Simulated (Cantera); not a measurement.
# Fluorocarbon and chlorocarbon gases: c-C4F8 + F2

A closed system holds: 1 mol c-C4F8, 0.63 mol F2, held at 0.190 bar.

Cantera equilibrium calculation (NASA polynomials, part measured and part estimated; ideal gas, pure solids and liquids). Candidate condensed phases: C; 23 gas species. Ions and electrons are included (thermal ionisation). The feed counts by its element totals alone. The tables' values for C2F4 are old estimates; treat these amounts as uncertain. Gases not in the tables: C2F6 and larger saturated fluorocarbons. Kinetics and transport are ignored.

```csv
T (K),log p CF4,log p F,log p CF2,log p C,log p CF,log p C3,log p CF3,log p C2,n C(graphite)
2000,-0.74,-3.13,-2.32,-10.52,-5.46,-10.56,-3.09,-11.63,1.66
2250,-0.81,-2.23,-1.56,-8.44,-4.09,-8.19,-2.50,-9.24,1.51
2500,-1.13,-1.57,-1.09,-6.78,-3.06,-6.30,-2.21,-7.34,1.02
2750,-1.95,-1.17,-0.99,-5.42,-2.36,-4.77,-2.41,-5.79,0.598
3000,-3.15,-0.97,-1.16,-4.30,-1.91,-3.51,-2.96,-4.50,1.04
3250,-4.52,-0.89,-1.49,-3.34,-1.62,-2.44,-3.69,-3.41,1.06
3500,-6.02,-0.86,-2.01,-2.66,-1.56,-1.95,-4.60,-2.76,0
3750,-7.46,-0.84,-2.59,-2.22,-1.64,-1.94,-5.53,-2.47,0
4000,-8.82,-0.84,-3.18,-1.86,-1.77,-2.03,-6.42,-2.29,0
4250,-10.11,-0.85,-3.76,-1.59,-1.94,-2.26,-7.29,-2.22,0
4500,-11.33,-0.86,-4.35,-1.41,-2.17,-2.65,-8.14,-2.29,0
4750,-12.48,-0.87,-4.94,-1.32,-2.43,-3.19,-8.96,-2.48,0
5000,<-12,-0.87,-5.50,-1.28,-2.70,-3.81,-9.73,-2.74,0
```
log p: log10 of the partial pressure in bar; n: condensed amount in mol.

From 2000 K to 3250 K the condensed part is C(graphite). From 3500 K to 5000 K nothing is condensed. The main C-bearing gas is CF4 at 2000 K and C at 5000 K.
